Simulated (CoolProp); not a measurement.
Vapour-liquid equilibrium of cyclohexane (1) + dimethyl carbonate (2) at 1.33 MPa; x and y are mole fractions of (1).

Computed with CoolProp (multi-fluid Helmholtz-energy mixture model, Zhou 2014 and Zhou 2011; pair parameters Bell 2016).

| x | bubble temperature (K) | y at the bubble point | dew temperature at overall composition x (K) | liquid density (mol/L) |
|---|---|---|---|---|
| 0.05 | 469.0 | 0.093 | 470.6 | 8.720 |
| 0.2 | 462.2 | 0.288 | 465.1 | 8.376 |
| 0.35 | 458.9 | 0.414 | 460.4 | 8.026 |
| 0.5 | 457.8 | 0.510 | 457.8 | 7.709 |
| 0.65 | 458.4 | 0.604 | 459.2 | 7.437 |
| 0.8 | 461.1 | 0.720 | 463.9 | 7.202 |
| 0.95 | 468.3 | 0.907 | 470.2 | 6.964 |

y crosses x between x = 0.5 and 0.65: the model has an azeotrope there.

Pair parameters are fitted to limited data, so mixtures are less certain than the pure fluids.
